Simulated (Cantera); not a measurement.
An isothermal, constant-pressure homogeneous reactor starts with 0.475 % CO, 0.218 % O₂, 0.386 % H₂O, 98.9 % N₂, equivalence ratio 1.1, at 1423 K and 250000 Pa.

Computed with Cantera and GRI-Mech 3.0 (53 species, 325 reactions).

x: mole fraction; the columns are a selection and need not sum to one.

```csv
t (s),x CO,x O₂,x H₂O,x NO₂,x HO₂,x O
0.000100,0.00475,0.00218,0.00386,<1e-12,1.20e-10,?
0.000353,0.00475,0.00218,0.00386,<1e-12,2.19e-9,?
0.00125,0.00470,0.00215,0.00384,<1e-12,7.57e-7,?
0.00440,0.00114,0.000487,0.00351,2.59e-10,3.00e-7,?
0.0155,0.000441,9.17e-5,0.00370,1.99e-10,5.37e-8,?
0.0548,0.000313,1.37e-5,0.00375,8.83e-11,7.24e-9,?
0.193,0.000292,1.01e-6,0.00376,2.11e-11,3.84e-10,?
0.682,0.000290,6.00e-8,0.00376,3.91e-12,9.27e-12,?
2.41,0.000290,4.45e-9,0.00376,1.01e-12,<1e-12,7.31e-11
8.50,0.000290,3.77e-10,0.00376,<1e-12,<1e-12,1.44e-11
30.0,0.000290,2.11e-10,0.00376,<1e-12,<1e-12,1.27e-11
```

Q: Some entries are withheld; supply them.

A: 
- 0.000100, x O: 2.22e-9
- 0.000353, x O: 1.86e-8
- 0.00125, x O: 1.52e-5
- 0.00440, x O: 5.94e-5
- 0.0155, x O: 6.25e-6
- 0.0548, x O: 6.59e-7
- 0.193, x O: 3.45e-8
- 0.682, x O: 1.31e-9
